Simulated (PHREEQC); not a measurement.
## Copper plating or etch bath (model solution)

Dissolve 0.017 mol CuCl2, 3.4e-05 mol H2SO4 and 0.0026 mol KCl per kg of water at 20 °C. Closed to the air; pH follows from the charge balance.

The numbers come from PHREEQC with the ion-association model, wateq4f.dat.

| Property | Result |
|---|---|
| pH | 4.21 |
| ionic strength | 0.0524 mol/kgw |
| total alkalinity | -0.0680 meq/kg |

| species | molality | activity | log γ |
|---|---|---|---|
| Cl- | 0.0360 | 0.0292 | -0.091 |
| Cu+2 | 0.0164 | 0.00785 | -0.319 |
| K+ | 0.00260 | 0.00211 | -0.091 |
| CuCl+ | 0.000590 | 0.000481 | -0.089 |
| H+ | 7.15e-5 | 6.10e-5 | -0.069 |
| SO4-2 | 1.99e-5 | 9.10e-6 | -0.339 |
| CuSO4 | 1.39e-5 | 1.41e-5 | 0.005 |
| CuCl2 | 7.05e-6 | 7.14e-6 | 0.005 |
| CuOH+ | 1.58e-6 | 1.29e-6 | -0.089 |
| Cu2(OH)2+2 | 9.67e-7 | 4.37e-7 | -0.345 |
| KSO4- | 1.49e-7 | 1.23e-7 | -0.082 |
| HSO4- | 5.92e-8 | 4.85e-8 | -0.087 |
| Cu(OH)2 | 4.35e-8 | 4.40e-8 | 0.005 |

Precipitation was switched off in this run.
